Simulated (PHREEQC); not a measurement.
Solution (46 °C): 0.088 mol NaF per kg of water. Closed to the air; pH follows from the charge balance.

All values are PHREEQC results (ion-association model, phreeqc.dat), not measurements.

No solid was allowed to form.

### Question
Predict the pH.

### Answer
pH 7.77.

### Question
In which forms is Na present?

### Answer
Na+ 97 %, NaF 2.8 % of the Na.

Species that the database lacks are ignored. Away from 25 °C the constants follow the database's enthalpies or fits; those with neither stay at their 25 °C values.
